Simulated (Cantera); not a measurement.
Charge: 1 mol SiH₂Cl₂, 0.01 mol Cl₂, 5.5 mol H₂, held at 1200 K and 1 atm.

Cantera equilibrium calculation (NASA polynomials, part measured and part estimated; ideal gas, pure solids and liquids). Candidate condensed phases: Si; 19 gas species. The tables' values for SiCl₃ are old estimates; treat these amounts as uncertain. Equilibrium is a limit: real reactors are often held back by kinetics, nucleation or transport.

What is the equilibrium state?


- x(H₂): 0.891
- x(SiCl₄): 0.0379
- x(HCl): 0.0365
- x(SiHCl₃): 0.0252
- x(SiCl₃): 0.00391
- x(SiCl₂): 0.00353
- x(SiH₂Cl₂): 0.00219
- x(SiH₃Cl): 5.21e-5
- n(Si(s)): 0.488 mol
- gas amount: 7.036 mol
